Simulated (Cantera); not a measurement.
Input: 1 mol Si, 7.9 mol F₂, 26 mol H₂, held at 0.0110 bar.

Cantera equilibrium calculation (NASA polynomials, part measured and part estimated; ideal gas, pure solids and liquids). Candidate condensed phases: Si; 25 gas species. The numbers say what is thermodynamically allowed, not how fast it happens. All values below are at 848 K.

Base state: H₂ 0.611, HF 0.359, SiF₄ 0.0304 (mole fractions); condensed: gas only.

### Question
What changes in the equilibrium state with this change: F₂ from 7.9 to 6.1 mol?

### Answer
```tsv
species	before	after
H₂	0.611	0.704
HF	0.359	0.264
SiF₄	0.0304	0.0322
```
